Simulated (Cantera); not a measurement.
A freely propagating, adiabatic, planar premixed flame of CH4 : C2H6 : O2 : N2 = 1 : 0.03 : 1.62 : 6.09 (molar parts), unburnt at 650 K and 0.210 bar; mixture-averaged transport, grid criteria slope 0.08 and curve 0.16, no radiation.

Detailed kinetics in Cantera: GRI-Mech 3.0 (53 species, 325 reactions). Burning velocities carry a grid error of a few per cent, more on coarse grids.

How do the results move with these cheaper or finer settings: unity-Lewis-number transport; multicomponent transport; multicomponent+Soret transport; grid criteria slope 0.5, curve 1; grid criteria slope 0.25, curve 0.5; grid criteria slope 0.03, curve 0.06?


| setting | laminar burning velocity | thermal thickness | peak x(CH2) | peak x(CH2CO) | grid points |
|---|---|---|---|---|---|
| as above | 166 cm/s | 1.36 mm | 0.000124 | 0.000266 | 148 |
| unity-Lewis-number transport | 101 cm/s | 1.78 mm | 9.60e-5 | 0.000170 | 140 |
| multicomponent transport | 166 cm/s | 1.38 mm | 0.000124 | 0.000270 | 148 |
| multicomponent+Soret transport | 165 cm/s | 1.37 mm | 0.000123 | 0.000265 | 150 |
| grid criteria slope 0.5, curve 1 | 175 cm/s | 1.56 mm | 0.000121 | 0.000253 | 47 |
| grid criteria slope 0.25, curve 0.5 | 175 cm/s | 1.42 mm | 0.000124 | 0.000268 | 71 |
| grid criteria slope 0.03, curve 0.06 | 164 cm/s | 1.35 mm | 0.000124 | 0.000268 | 365 |
The base run took roughly 60 core-seconds.
Unity Lewis numbers drop preferential diffusion, which matters most where H2 and H carry the flame; Soret adds thermal diffusion.
